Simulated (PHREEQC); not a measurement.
A PHREEQC speciation (ion-association model, phreeqc.dat) at 25 °C gives pH 5.98 and these molalities:

```
species      mol/kgw
----------  --------
SO4-2          0.142
MnSO4          0.106
Mn+2           0.103
FeSO4         0.0419
Fe+2          0.0410
Cl-          0.00541
ZnSO4        0.00110
Zn+2        0.000955
Zn(SO4)2-2  0.000944
MnCl+       0.000520
FeCl+        6.35e-5
FeOH+        4.39e-6
HSO4-        3.78e-6
ZnCl+        2.84e-6
H+           1.37e-6
MnOH+        9.00e-7
MnCl2        4.63e-7
FeHSO4+      4.46e-7
```

Q: What are the element totals, and what could have been dissolved in 1 kg of water to give them?

A: One answer among several that fit: totals Cl 0.00600, Fe(2) 0.0830, Mn(2) 0.210, S(6) 0.293, Zn 0.00300 mol/kgw, from 0.003 mol/kgw ZnCl2, 0.21 mol/kgw MnSO4 and 0.083 mol/kgw FeSO4.

No solid was allowed to form.
